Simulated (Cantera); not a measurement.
An adiabatic, constant-volume homogeneous reactor starts with CH₄ : CO : O₂ : N₂ = 1 : 0.23 : 2.32 : 8.74 (molar parts), equivalence ratio 0.91, at 1175 K and 5.00 bar. Integrator tolerance rtol = 1e-08.

Detailed kinetics in Cantera: GRI-Mech 3.0 (53 species, 325 reactions).

**Question.** What does this change do: 0.21 parts C2H6 added?

**Answer.** 
```
quantity                                                            before                                      after
---------------------------------  ---------------------------------------  -----------------------------------------
time of steepest temperature rise                                  15.8 ms                                    1.49 ms
temperature at 7.00 s                                               2894 K                                     2977 K
equilibrium temperature                                             2894 K                                     2977 K
x(CH₄) at 7.00 s                     <1e-12 (gas-phase equilibrium <1e-12)  1.09e-12 (gas-phase equilibrium 1.31e-12)
x(CO) at 7.00 s                      0.0287 (gas-phase equilibrium 0.0287)      0.0704 (gas-phase equilibrium 0.0704)
x(O₂) at 7.00 s                      0.0235 (gas-phase equilibrium 0.0235)    0.00412 (gas-phase equilibrium 0.00412)
x(O) at 7.00 s                     0.00338 (gas-phase equilibrium 0.00338)    0.00184 (gas-phase equilibrium 0.00184)
x(OH) at 7.00 s                      0.0154 (gas-phase equilibrium 0.0154)      0.0125 (gas-phase equilibrium 0.0125)
x(C₂H₄) at 7.00 s                    <1e-12 (gas-phase equilibrium <1e-12)      <1e-12 (gas-phase equilibrium <1e-12)
```

**Question.** What does this change do: O2 2.32 to 3 parts?

**Answer.** 
```
quantity                                                            before                                    after
---------------------------------  ---------------------------------------  ---------------------------------------
time of steepest temperature rise                                  15.8 ms                                  10.8 ms
temperature at 7.00 s                                               2894 K                                   2871 K
equilibrium temperature                                             2894 K                                   2871 K
x(CH₄) at 7.00 s                     <1e-12 (gas-phase equilibrium <1e-12)    <1e-12 (gas-phase equilibrium <1e-12)
x(CO) at 7.00 s                      0.0287 (gas-phase equilibrium 0.0287)    0.0177 (gas-phase equilibrium 0.0177)
x(O₂) at 7.00 s                      0.0235 (gas-phase equilibrium 0.0235)    0.0619 (gas-phase equilibrium 0.0619)
x(O) at 7.00 s                     0.00338 (gas-phase equilibrium 0.00338)  0.00507 (gas-phase equilibrium 0.00507)
x(OH) at 7.00 s                      0.0154 (gas-phase equilibrium 0.0154)    0.0183 (gas-phase equilibrium 0.0183)
x(C₂H₄) at 7.00 s                    <1e-12 (gas-phase equilibrium <1e-12)    <1e-12 (gas-phase equilibrium <1e-12)
```
